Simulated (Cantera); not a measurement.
Charge: 1 mol Si3N4, 0.38 mol C, 0.091 mol H2, at 3.70 bar.

Equilibrium computed with Cantera from the NASA thermochemical tables; the gas is ideal and each condensed phase is pure. Candidate condensed phases: C, C6H6, C7H8, C8H18, Si, SiC, Si3N4; 105 gas species. Mutual solubility and eutectic melting of coexisting phases are not modelled. The tables' values for SiN are old estimates; treat these amounts as uncertain. Gases not in the tables: Si2H6 and higher silanes. Rates play no part. All values below are at 2600 K.

Base state: N2 0.948, H2 0.0382, HCN 0.00514, H 0.00390, Si 0.00263, HNC 0.000673, Si2C 0.000482, SiN 0.000430 (mole fractions); condensed: Si(l) + SiC(s).

Problem. What changes in the equilibrium state with this change: pressure from 3.70 bar to 0.00360 bar?

Solution. 
```
species        before     after
-----------  --------  --------
Si            0.00263     0.516
N2              0.948     0.395
H             0.00390    0.0302
H2             0.0382   0.00223
SiC2          8.11e-5    0.0252
Si2C         0.000482    0.0227
C3            1.62e-8   3.32e-5
C             5.06e-8   6.55e-5
SiC           5.89e-7  0.000145
SiH2          5.52e-5   6.15e-7
Si(l), mol       2.62         0
SiC(s), mol     0.366         0
```
